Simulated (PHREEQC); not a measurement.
A solution holds 0.0016 mol Na2SO4, 0.037 mol CuCl2 and 0.0016 mol HBF4 per kg of water, at 29 °C. Closed to the air; pH follows from the charge balance.

All values are PHREEQC results (ion-association model, phreeqc.dat), not measurements.

Precipitation was switched off in this run.

What pH, density does the model give?

pH 2.77; density 1.001 g/cm³.

In which forms is B present?

H3BO3 55 %, BF4- 35 %, BF3OH- 6.0 %, BF2(OH)2- 4.0 % of the B.

Complexes and solids missing from the database can't appear. Real BF4- forms and hydrolyses slowly; the run takes it at equilibrium.
